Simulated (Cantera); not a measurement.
# B2H6 + N2 + H2 (boron, boron nitride and boron oxide)

Charge: 1 mol B2H6, 1.8 mol N2, 150 mol H2, at 1000 Pa.

Equilibrium computed with Cantera from the NASA thermochemical tables; the gas is ideal and each condensed phase is pure. Candidate condensed phases: B, BN; 15 gas species. The feed counts by its element totals alone. Mutual solubility and eutectic melting of coexisting phases are not modelled. The tables' values for BH2 are old estimates; treat these amounts as uncertain. Rates play no part.

From 1650 K to 1850 K the condensed part is BN(s). At 1950 K the condensed part is B(s) + BN(s). From 2050 K to 2250 K the condensed part is B(s). The share of B in condensed phases is highest at 1650 K (100.0 %) and lowest at 2250 K (82.9 %).

```tsv
T (K)	x H2	x H	x N2	x BH2	x B	x BH	x BH3	n BN(s)	n B(s)
1650	0.994	0.000906	0.00520	2.53e-6	7.07e-10	7.66e-10	7.34e-8	2.00	0
1750	0.992	0.00232	0.00520	1.59e-5	2.02e-8	1.32e-8	2.98e-7	2.00	0
1850	0.989	0.00536	0.00523	8.14e-5	3.99e-7	1.65e-7	1.03e-6	1.99	0
1950	0.983	0.0114	0.00547	0.000343	5.67e-6	1.56e-6	3.06e-6	1.91	0.0393
2050	0.966	0.0223	0.0115	0.000598	3.00e-5	5.65e-6	3.86e-6	0	1.90
2150	0.946	0.0410	0.0114	0.000985	0.000136	1.81e-5	4.73e-6	0	1.82
2250	0.916	0.0711	0.0112	0.00153	0.000535	5.17e-5	5.56e-6	0	1.66
```
x: gas mole fraction; n: condensed amount in mol.
